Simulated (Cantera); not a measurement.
A diamond (100) surface in a fixed gas of H2 with x(CH4) = 0.008, x(H) = 0.027, at 998 K, 25.5 Torr; coverages are run to steady state.

Model: the Harris–Goodwin 1993 mechanism for the reconstructed diamond (100) surface, integrated in Cantera.

θ: site fractions in the mechanism's names (c6HH fully hydrogenated, c6H* and c6*H radical sites, c6** diradical, c6HM methylated).

| x(CH3) | growth (µm/h) | θ c6HH | θ c6H* | θ c6*H | θ c6** | θ c6HM |
|---|---|---|---|---|---|---|
| 1e-06 | 0.0178 | 0.598 | 0.0183 | 0.374 | 0.00970 | 2.03e-5 |
| 2.8e-06 | 0.0498 | 0.598 | 0.0183 | 0.374 | 0.00970 | 5.67e-5 |
| 7.6e-06 | 0.135 | 0.598 | 0.0183 | 0.373 | 0.00970 | 0.000154 |
| 2.1e-05 | 0.373 | 0.598 | 0.0183 | 0.373 | 0.00970 | 0.000425 |
| 5.8e-05 | 1.03 | 0.597 | 0.0183 | 0.373 | 0.00968 | 0.00117 |
| 0.00016 | ___ | 0.596 | 0.0183 | 0.372 | 0.00965 | ___ |
| 0.00044 | ___ | 0.591 | 0.0181 | 0.369 | 0.00955 | ___ |
| 0.0012 | 20.6 | 0.580 | 0.0177 | 0.361 | 0.00928 | 0.0234 |
| 0.0034 | 54.6 | 0.548 | 0.0167 | 0.341 | 0.00859 | 0.0623 |

What belongs in the gaps?


- 0.00016, growth (µm/h): 2.83
- 0.00016, θ c6HM: 0.00323
- 0.00044, growth (µm/h): 7.72
- 0.00044, θ c6HM: 0.00880
